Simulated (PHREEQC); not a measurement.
## Brine (model solution)

Make-up at 40 °C: 0.1 mol KOH and 0.53 mol KCl per kg of water. Closed to the air; pH follows from the charge balance.

Model: Pitzer model, pitzer.dat, run in PHREEQC.

| Quantity | Value |
|---|---|
| pH | 12.38 |
| ionic strength | 0.630 mol/kgw |
| activity of water | 0.980 |
| specific conductance | 98900 µS/cm |
| density | 1.021 g/cm³ |
| osmotic coefficient | 0.906 |
| total alkalinity | 100 meq/kg |

```json
[
 {"species": "K+", "molality": "0.630", "activity": "0.402", "log γ": "-0.195"},
 {"species": "Cl-", "molality": "0.530", "activity": "0.336", "log γ": "-0.198"},
 {"species": "OH-", "molality": "0.100", "activity": "0.0693", "log γ": "-0.159"}
]
```

No solid was allowed to form. Constants without temperature data keep their 25 °C values here.
